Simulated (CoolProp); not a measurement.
n-perfluorohexane along the isotherm 450 K: density (kg/m³) from the reference equation and from simpler models built on Tc = 448.0 K, pc = 1.742 MPa, ω = 0.497; each cubic takes its own stable root.

The numbers come from the reference Helmholtz-energy equation of state, Gao 2022 in CoolProp.

```
p (MPa)  phase  reference
-------  -----  ---------
0.109      gas      10.07
0.218      gas      20.61
0.327      gas      31.70
0.435      gas      43.29
0.544      gas      55.69
0.653      gas      68.91
0.762      gas      83.11
0.871      gas      98.48
```

**Question.** How far does each simpler model (ideal gas, van der Waals, Redlich-Kwong, Soave-Redlich-Kwong, Peng-Robinson) lie from the reference over these 8 states: mean and median of the absolute difference, and the worst?

**Answer.** 
- ideal gas: mean 10.8 %, median 10.5 %, worst -20.1 % at 450 K and 0.871 MPa
- van der Waals: mean 1.8 %, median 1.7 %, worst -3.6 % at 450 K and 0.871 MPa
- Redlich-Kwong: mean 0.5 %, median 0.4 %, worst -1.1 % at 450 K and 0.871 MPa
- Soave-Redlich-Kwong: mean 0.5 %, median 0.5 %, worst -1.2 % at 450 K and 0.871 MPa
- Peng-Robinson: mean 0.7 %, median 0.7 %, worst +1.0 % at 450 K and 0.871 MPa
